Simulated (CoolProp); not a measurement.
Vapour-liquid equilibrium of ethane (1) + CHF3 (R23) (2) at 223.5 K; x and y are mole fractions of (1).

Model: multi-fluid Helmholtz-energy mixture model, Bücker 2006 and Penoncello 2003; pair parameters Bell 2016, in CoolProp.

```
x     bubble pressure, mixture model (MPa)  bubble pressure, Raoult's law (MPa)  y, mixture model  y, Raoult's law
----  ------------------------------------  -----------------------------------  ----------------  ---------------
0.05                                0.6145                               0.4894             0.223            0.057
0.15                                0.7548                               0.4967             0.396            0.169
0.25                                0.8117                               0.5040             0.460            0.277
0.35                                0.8338                               0.5113             0.492            0.382
0.45                                0.8422                               0.5186             0.512            0.485
0.55                                0.8437                               0.5259             0.531            0.584
0.65                                0.8378                               0.5332             0.556            0.681
0.75                                0.8170                               0.5405             0.597            0.775
0.85                                0.7653                               0.5478             0.672            0.867
0.95                                0.6527                               0.5551             0.834            0.956
```

The largest gap from Raoult's law is +63.1 % in bubble pressure, at x = 0.35. y crosses x between x = 0.45 and 0.55: the model has an azeotrope there.

The pair parameters rest on a limited set of measurements; away from them the model extrapolates. With so large a gap from Raoult's law the liquid may split in two, which this calculation doesn't test in full.
